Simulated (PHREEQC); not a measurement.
Model water analysis in mmol/kgw, 5 °C, pH 5.76, pe 1.4: Na 0.0787; K 0.0115; Ca 0.0375; Mg 0.00379; Cl 0.0428; S(6) 0.0112; Alkalinity (meq/kgw) 0.107; N(-3) 0.000181; Li 0.00101; Mn(2) 0.000126; B 0.000152; Fe(2) 0.00187.

Valence states are taken as typed.

Computed with PHREEQC (ion-association model, phreeqc.dat).

```tsv
quantity	before	after
CaSO4 (mol/kgw)	5.51e-8	4.43e-7
CaHCO3+ (mol/kgw)	3.03e-8	2.55e-7
FeHCO3+ (mol/kgw)	1.88e-8	1.56e-7
NaHCO3 (mol/kgw)	5.25e-9	4.56e-8
SI of Siderite (FeCO3)	-3.77	-2.85
SI of Rhodochrosite (MnCO3)	-4.64	-3.73
```

Question: Name the change that produced these shifts.
A. pH from 5.76 to 6.06 at the same alkalinity
B. S(6) from 0.0112 to 0.0056 mmol/kgw
C. all concentrations times 3 at the same typed pH

Answer: C, all concentrations times 3 at the same typed pH

This is a speciation only: nothing precipitates in the calculation. At this temperature some constants are extrapolated from 25 °C, and those without enthalpy data are left unchanged.
